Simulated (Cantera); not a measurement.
**Moist CO burnout**

A perfectly stirred reactor is fed with 0.357 % CO, 1.88 % O2, 3.85 % H2O, 93.9 % N2, at 3750 Torr; it is held at 898 K, and followed from long to short residence time.

Cantera simulation using GRI-Mech 3.0 (53 species, 325 reactions); the numbers are that mechanism's predictions, not measurements.

```csv
τ (s),x CO,x O2,x H2O,x OH,x H2O2,x NO2,x NO
7.4,0.00284,0.0184,0.0385,1.86e-9,4.81e-7,<1e-12,<1e-12
2.4,0.00332,0.0187,0.0385,1.68e-9,4.63e-7,<1e-12,<1e-12
0.79,0.00351,0.0188,0.0385,1.02e-9,2.38e-7,<1e-12,<1e-12
0.26,0.00357,0.0188,0.0385,1.32e-10,8.20e-9,<1e-12,<1e-12
0.085,0.00357,0.0188,0.0385,9.44e-12,4.69e-11,<1e-12,<1e-12
0.028,0.00357,0.0188,0.0385,3.00e-12,3.38e-12,<1e-12,<1e-12
0.0091,0.00357,0.0188,0.0385,1.52e-12,<1e-12,<1e-12,<1e-12
0.0030,0.00357,0.0188,0.0385,1.03e-12,<1e-12,<1e-12,<1e-12
```
x: mole fraction; the columns are a selection and need not sum to one.
